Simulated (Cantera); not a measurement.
Input (Python, Cantera) and output of one run.

```python
import numpy as np
import cantera as ct

gas_names = """
    H HO2 H2 H2O H2O2 H2S H2SO4 O OH O2 O3 S SH SO SO2 SO3 S2 S2O S8
""".split()
cond_names = """
    H2O(s) H2O(L) H2SO4(L) S(cr1) S(cr2) S(L)
""".split()


# ... load() reads the species with a 1 bar reference pressure and builds the phases ...
atoms = {
    'H2S': {'H': 2, 'S': 1},
    'O2': {'O': 2},
}
top_T = {}  # K; cautious upper limits of use, not melting points


# ... equilibrate(T, P, feed) seeds the gas with the atoms and calls Mixture.equilibrate('TP', solver="vcs", rtol=1e-11, max_steps=5000) ...
results = []
feed = {'H2S': 1, 'O2': 0.22}  # mol
T = 1223.15  # K
P = 13332.2  # Pa
mix = equilibrate(T, P, feed)
results.append((T, P, feed, dict(zip(mix.species_names, mix.species_moles))))
print(gas.report(threshold=1e-06))
for i in range(1, mix.n_phases):
    print(f"{mix.phase(i).name:16s} {mix.phase_moles(i):12.5e} mol")
```

Output:

```
       temperature   1223.2 K
          pressure   13332 Pa
           density   0.041925 kg/m^3
  mean mol. weight   31.981 kg/kmol
   phase of matter   gas

                          1 kg             1 kmol
                     ---------------   ---------------
          enthalpy       -8.0171e+05       -2.5639e+07  J
   internal energy       -1.1197e+06       -3.5809e+07  J
           entropy            8668.2        2.7721e+05  J/K
    Gibbs function       -1.1404e+07       -3.6471e+08  J
 heat capacity c_p            1345.1             43017  J/K
 heat capacity c_v            1085.1             34702  J/K

                      mass frac. Y      mole frac. X     chem. pot. / RT
                     ---------------   ---------------   ---------------
                H2         0.0065953           0.10462           -22.301
               H2O           0.18985           0.33702           -52.413
               H2S           0.35786           0.33586           -32.857
                 S        1.0221e-06        1.0196e-06           -10.555
                SH          0.000658        0.00063636           -21.706
                SO        7.8023e-05         5.192e-05           -40.666
               SO2         0.0046742         0.0023336           -70.778
                S2           0.43903           0.21897           -21.111
               S2O         0.0012541        0.00050059           -51.222
     [  +10 minor]        1.2638e-08        2.7486e-07

S(L)              0.00000e+00 mol
```

Equilibrium computed with Cantera from the NASA thermochemical tables; the gas is ideal and each condensed phase is pure. Gases not in the tables: S3 to S7.
